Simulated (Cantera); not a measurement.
**SiC + N2 (sublimation and decomposition of ceramics)**

A closed system holds: 1 mol SiC, 9.8 mol N2, held at 0.510 Torr.

These are equilibrium values from Cantera (NASA tables, ideal gas, pure condensed phases), not measurements of a reactor. Candidate condensed phases: C, Si, SiC, Si3N4; 20 gas species. The tables' values for SiN are old estimates; treat these amounts as uncertain. Rates play no part.

From 1823 K to 2123 K the condensed part is C(graphite) + SiC(s). From 2273 K to 2573 K the condensed part is C(graphite). From 2723 K to 3023 K nothing is condensed. The main Si-bearing gas is Si throughout.

```json
[
 {"T (K)": "1823", "x N2": "1.000", "x Si": "0.000174", "x CN": "1.71e-6", "x SiC2": "2.89e-6", "x C": "6.81e-10", "x C3": "3.37e-10", "n C(graphite)": "0.00169", "n SiC(s)": "0.998"},
 {"T (K)": "1973", "x N2": "0.998", "x Si": "0.00230", "x CN": "1.51e-5", "x SiC2": "8.38e-5", "x C": "2.48e-8", "x C3": "2.08e-8", "n C(graphite)": "0.0223", "n SiC(s)": "0.975"},
 {"T (K)": "2123", "x N2": "0.976", "x Si": "0.0210", "x CN": "9.70e-5", "x SiC2": "0.00149", "x C": "5.43e-7", "x C3": "7.05e-7", "n C(graphite)": "0.206", "n SiC(s)": "0.753"},
 {"T (K)": "2273", "x N2": "0.910", "x Si": "0.0766", "x CN": "0.000473", "x SiC2": "0.00962", "x C": "7.89e-6", "x C3": "1.48e-5", "n C(graphite)": "0.754", "n SiC(s)": "0"},
 {"T (K)": "2423", "x N2": "0.906", "x Si": "0.0751", "x CN": "0.00194", "x SiC2": "0.0155", "x C": "8.21e-5", "x C3": "0.000212", "n C(graphite)": "0.626", "n SiC(s)": "0"},
 {"T (K)": "2573", "x N2": "0.898", "x Si": "0.0693", "x CN": "0.00675", "x SiC2": "0.0220", "x C": "0.000649", "x C3": "0.00220", "n C(graphite)": "0.358", "n SiC(s)": "0"},
 {"T (K)": "2723", "x N2": "0.880", "x Si": "0.0696", "x CN": "0.0162", "x SiC2": "0.0207", "x C": "0.00326", "x C3": "0.00896", "n C(graphite)": "0", "n SiC(s)": "0"},
 {"T (K)": "2873", "x N2": "0.864", "x Si": "0.0789", "x CN": "0.0243", "x SiC2": "0.0103", "x C": "0.00946", "x C3": "0.0100", "n C(graphite)": "0", "n SiC(s)": "0"},
 {"T (K)": "3023", "x N2": "0.849", "x Si": "0.0840", "x CN": "0.0304", "x SiC2": "0.00397", "x C": "0.0214", "x C3": "0.00726", "n C(graphite)": "0", "n SiC(s)": "0"}
]
```
x: gas mole fraction; n: condensed amount in mol.
